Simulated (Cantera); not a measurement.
Feed: 1 mol B, 0.32 mol H₂O, 120 mol H₂, equilibrated at 2300 K and 0.100 bar.

Equilibrium computed with Cantera from the NASA thermochemical tables; the gas is ideal and each condensed phase is pure. Candidate condensed phases: B, B₂O₃, B₃O₃H₃, H₂O; 23 gas species. The tables' values for BH₂ are old estimates; treat these amounts as uncertain. Gases not in the tables: B₂H₆ and higher boranes. Equilibrium is a limit: real reactors are often held back by kinetics, nucleation or transport.

Base state: H₂ 0.965, H 0.0301, BH₂ 0.00201, HBO 0.00191, BO 0.000668, B 0.000101, BH 2.76e-5, BH₃ 2.10e-5 (mole fractions); condensed: B(s).

Task: What changes in the equilibrium state with this change: H₂O from 0.32 to 0.73 mol?

Result: 
```csv
species,before,after
H₂,0.965,0.962
H,0.0301,0.0300
HBO,0.00191,0.00431
BO,0.000668,0.00151
B₂O₂,7.00e-6,3.56e-5
B₂O,1.89e-5,4.26e-5
BH₃,2.10e-5,2.09e-5
BH₂,0.00201,0.00200
"B(s), mol",0.414,0.000421
```
